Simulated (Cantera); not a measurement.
Input (Python, Cantera):

```python
import numpy as np
import cantera as ct

gas = ct.Solution("h2o2.yaml")
gas.TPX = 300, 33000, {'H2': 1, 'O2': 0.25, 'N2': 1.25, 'H2O': 0.086}
flame = ct.FreeFlame(gas, width=0.087)
flame.set_refine_criteria(ratio=3, slope=0.08, curve=0.16)
flame.transport_model = "mixture-averaged"
flame.solve(loglevel=0, auto=True)
z, T = flame.grid, flame.T
thick = (T[-1] - T[0]) / np.gradient(T, z).max()
show = ['H2', 'O2', 'H2O', 'OH', 'H', 'H2O2']
print(f"laminar burning velocity  {flame.velocity[0] * 100:.3f} cm/s")
print(f"burnt temperature         {T[-1]:.1f} K")
print(f"thermal thickness         {thick * 1e3:.4f} mm")
print(f"grid points               {len(z)}")
z0 = z[flame.heat_release_rate.argmax()]
print(f"{'z/mm':>9s}{'T/K':>9s}{'u/(m/s)':>9s}" + "".join(f"{s:>11s}" for s in show))
rows = []
for k in (-3, -2, -1.5, -1, -0.5, -0.25, 0, 0.25, 0.5, 1, 2, 4, 8):
    zz = z0 + k * thick
    rows.append([k * thick, np.interp(zz, z, T), np.interp(zz, z, flame.velocity),
                 *(np.interp(zz, z, flame.X[gas.species_index(s)]) for s in show)])
    print(f"{rows[-1][0] * 1e3:9.3f}{rows[-1][1]:9.1f}{rows[-1][2]:9.3f}" + "".join(f"{x:11.3e}" for x in rows[-1][3:]))
```

Result:

```
laminar burning velocity  196.823 cm/s
burnt temperature         1778.4 K
thermal thickness         1.3611 mm
grid points               131
     z/mm      T/K  u/(m/s)         H2         O2        H2O         OH          H       H2O2
   -4.083    300.0    1.968  3.867e-01  9.667e-02  3.326e-02  1.560e-16  1.412e-17  4.109e-14
   -2.722    300.0    1.968  3.867e-01  9.667e-02  3.326e-02  1.247e-14  9.603e-16  4.054e-12
   -2.042    300.0    1.968  3.867e-01  9.668e-02  3.326e-02  6.078e-13  3.731e-14  9.272e-11
   -1.361    300.1    1.969  3.866e-01  9.670e-02  3.326e-02  1.708e-10  9.810e-12  3.741e-09
   -0.681    308.2    2.013  3.837e-01  9.712e-02  3.353e-02  1.290e-06  2.834e-07  2.555e-06
   -0.340    457.8    2.931  3.646e-01  9.529e-02  4.282e-02  4.644e-04  8.336e-04  6.600e-05
    0.000    814.6    5.081  3.142e-01  7.956e-02  8.387e-02  4.989e-04  1.356e-02  1.289e-05
    0.340   1100.8    6.773  2.455e-01  4.636e-02  1.523e-01  1.048e-03  3.897e-02  4.656e-07
    0.681   1264.9    7.756  1.968e-01  1.513e-02  2.116e-01  1.488e-03  5.675e-02  2.698e-07
    1.361   1386.8    8.464  1.800e-01  1.041e-03  2.398e-01  1.503e-03  5.752e-02  1.542e-07
    2.722   1481.2    8.984  1.861e-01  2.191e-04  2.428e-01  1.604e-03  4.604e-02  1.265e-07
    5.444   1571.7    9.472  1.936e-01  1.293e-04  2.448e-01  1.524e-03  3.357e-02  8.404e-08
   10.889   1646.2    9.866  1.999e-01  6.626e-05  2.466e-01  1.259e-03  2.285e-02  4.602e-08
```

Model: the H2/O2 subset of GRI-Mech 3.0, which has no nitrogen chemistry, integrated in Cantera. Burning velocities carry a grid error of a few per cent, more on coarse grids.
